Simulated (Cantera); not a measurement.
A freely propagating, adiabatic, planar premixed flame of 25.4 % CO, 1.65 % H2, 4.07 % CH4, 14.4 % O2, 54.4 % N2, equivalence ratio 1.5, unburnt at 350 K and 473 Torr; multicomponent+Soret transport, grid criteria slope 0.08 and curve 0.16, no radiation.

Model: GRI-Mech 3.0 (53 species, 325 reactions), integrated in Cantera. Burning velocities carry a grid error of a few per cent, more on coarse grids.

Problem. Predict: laminar burning velocity; thermal thickness; peak x(C2H2).

Solution. 
```
Quantity                    Result
------------------------  --------
laminar burning velocity  104 cm/s
thermal thickness         0.505 mm
peak x(C2H2)               3.90e-6
```
